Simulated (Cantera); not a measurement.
A closed system holds: 1 mol Si, 0.013 mol N₂O, 2.5 mol N₂, equilibrated at 0.100 bar.

Method: chemical equilibrium by Gibbs-energy minimisation in Cantera with the NASA 1993 tables (ideal gas, pure condensed phases). Candidate condensed phases: Si, SiO₂, Si₂N₂O, Si₃N₄; 16 gas species. Mutual solubility and eutectic melting of coexisting phases are not modelled. Kinetics and transport are ignored. All values below are at 1498 K.

Base state: N₂ 1.000 (mole fractions); condensed: Si₂N₂O(s) + Si₃N₄(s).

Q: What changes in the equilibrium state with this change: 0.12 mol CH₄ added?

A: 
```tsv
species	before	after
N₂	1.000	0.885
H₂	0	0.115
CO	0	0.000383
HCN	0	0.000332
H	0	1.84e-5
Si₂N₂O(s), mol	0.0130	0.0122
Si₃N₄(s), mol	0.325	0.325
C(graphite), mol	0	0.118
```
Further candidate phases: C, C₆H₆, C₇H₈, C₈H₁₈, H₂O, SiC.
